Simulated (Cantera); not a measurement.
Input: 1 mol TiO2, 2.8 mol CO, 12 mol H2, at 2123 K and 0.00560 bar.

Equilibrium computed with Cantera from the NASA thermochemical tables; the gas is ideal and each condensed phase is pure. Candidate condensed phases: C, C6H6, C7H8, C8H18, H2O, Ti, TiC, TiO, TiO2, Ti2O3, Ti3O5, Ti4O7; 113 gas species. The numbers say what is thermodynamically allowed, not how fast it happens.

Base state: H2 0.752, CO 0.184, H 0.0416, H2O 0.0209, CO2 0.00102, OH 0.000143, TiO2 0.000117, TiO 8.27e-5 (mole fractions); condensed: Ti3O5(l).

Q: What changes in the equilibrium state with this change: temperature from 2123 K to 1500 K?

A: 
```json
[
 {"species": "H2", "before": "0.752", "after": "0.798"},
 {"species": "CO", "before": "0.184", "after": "0.188"},
 {"species": "H2O", "before": "0.0209", "after": "0.0128"},
 {"species": "H", "before": "0.0416", "after": "0.000210"},
 {"species": "TiO2", "before": "0.000117", "after": "<1e-9"},
 {"species": "TiO", "before": "8.27e-5", "after": "<1e-9"},
 {"species": "OH", "before": "0.000143", "after": "9.62e-8"},
 {"species": "Ti3O5(l), mol", "before": "0.332", "after": "0"},
 {"species": "TiO2(rutile), mol", "before": "0", "after": "0.174"},
 {"species": "Ti4O7(s), mol", "before": "0", "after": "0.207"}
]
```
Mutual solubility and eutectic melting of coexisting phases are not modelled. Condensed phases not in the tables: Magnéli phases beyond Ti4O7.

Q: What changes in the equilibrium state with this change: temperature from 2123 K to 2200 K?

A: 
```json
[
 {"species": "H2", "before": "0.752", "after": "0.731"},
 {"species": "CO", "before": "0.184", "after": "0.182"},
 {"species": "H", "before": "0.0416", "after": "0.0644"},
 {"species": "H2O", "before": "0.0209", "after": "0.0206"},
 {"species": "TiO2", "before": "0.000117", "after": "0.000311"},
 {"species": "TiO", "before": "8.27e-5", "after": "0.000269"},
 {"species": "O", "before": "5.60e-6", "after": "1.55e-5"},
 {"species": "OH", "before": "0.000143", "after": "0.000253"},
 {"species": "CO2", "before": "0.00102", "after": "0.000972"},
 {"species": "Ti3O5(l), mol", "before": "0.332", "after": "0.330"}
]
```

Q: What changes in the equilibrium state with this change: temperature from 2123 K to 1698 K?

A: 
```
species          before    after
-------------  --------  -------
H2                0.752    0.793
CO                0.184    0.188
H2O              0.0209   0.0159
H                0.0416  0.00172
TiO2           0.000117  4.31e-8
TiO             8.27e-5  9.12e-9
OH             0.000143  1.77e-6
CO2             0.00102  0.00110
Ti3O5(l), mol     0.332        0
Ti3O5(s), mol         0  0.00608
Ti4O7(s), mol         0    0.245
```
Mutual solubility and eutectic melting of coexisting phases are not modelled. Condensed phases not in the tables: Magnéli phases beyond Ti4O7.
